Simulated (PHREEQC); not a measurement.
**Alkaline etch or developer**

Solution (32 °C): 69 mmol/kgw KOH, 160 mmol/kgw NaAlO2 and 0.068 mmol/kgw K2CO3. Closed to the air; pH follows from the charge balance.

The numbers come from PHREEQC with the ion-association model, phreeqc.dat.

Each row changes one thing in this solution. No solid was allowed to form.

```csv
case,pH,ionic strength (mol/kgw)
as made,12.45,0.229
K2CO3 left out,12.45,0.229
K2CO3 from 6.8e-05 to 0.000102 mol/kgw,12.45,0.229
NaAlO2 left out,12.51,0.0692
KOH from 0.069 to 0.69 mol/kgw,13.39,0.850
0.17 mol/kgw NH3 added,12.46,0.229
```

The ionic strength passes 0.7 mol/kgw, the rough limit of the ion-association models, in KOH from 0.069 to 0.69 mol/kgw. Some of these states are supersaturated (in Gibbsite (slow to form), for instance).
